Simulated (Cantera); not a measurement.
Gas mixture: NO : O2 = 0.85 : 0.69 (molar parts), at 4.93 atm, frozen composition.

Cantera's kinetic-theory transport with the Lennard-Jones parameters of GRI-Mech 3.0, ideal gas; thermal conductivity in the multicomponent form. The composition is frozen, though it would react at the higher temperatures.

One state of this run: ρ (kg/m³) = 2.19; cp (J/kg/K) = 1086; μ (µPa s) = 40.6; λ (mW/m/K) = 62.1; Pr = 0.709; D (cm²/s) NO = 0.247; D (cm²/s) H = 1.53; D (cm²/s) H2 = 0.920. D: mixture-averaged diffusion coefficient of that species in the mixture.

Problem. Which value of T (K) does it belong to?
A) 700
B) 1600
C) 1150
D) 850

Solution. D, 850
